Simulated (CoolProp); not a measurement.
Carbonyl sulfide along the isotherm 254.7 K: Z from the reference equation and from simpler models built on Tc = 378.8 K, pc = 6.369 MPa, ω = 0.098; each cubic takes its own stable root.

The numbers come from the reference Helmholtz-energy equation of state, Lemmon 2006 in CoolProp. It is a short technical equation, of lower accuracy than the large ones.

| p (MPa) | phase | reference | van der Waals | Redlich-Kwong |
|---|---|---|---|---|
| 0.0302 | gas | 0.9946 | 0.9964 | 0.9951 |
| 0.0456 | gas | 0.9918 | 0.9946 | 0.9926 |
| 0.0688 | gas | 0.9876 | 0.9919 | 0.9888 |
| 0.104 | gas | 0.9812 | 0.9877 | 0.9830 |
| 0.156 | gas | 0.9715 | 0.9814 | 0.9744 |
| 0.236 | gas | 0.9561 | 0.9716 | 0.9607 |
| 0.537 | liquid | 0.01380 | 0.9328 | 0.01473 |
| 0.81 | liquid | 0.02081 | 0.8945 | 0.02219 |
| 1.22 | liquid | 0.03131 | 0.04871 | 0.03338 |
| 1.84 | liquid | 0.04717 | 0.07319 | 0.05025 |
| 2.78 | liquid | 0.07114 | 0.1100 | 0.07570 |
| 4.2 | liquid | 0.1072 | 0.1649 | 0.1139 |
| 6.33 | liquid | 0.1609 | 0.2460 | 0.1707 |
| 9.55 | liquid | 0.2414 | 0.3662 | 0.2553 |

At some of these states van der Waals gives the other phase, because its saturation line lies elsewhere.
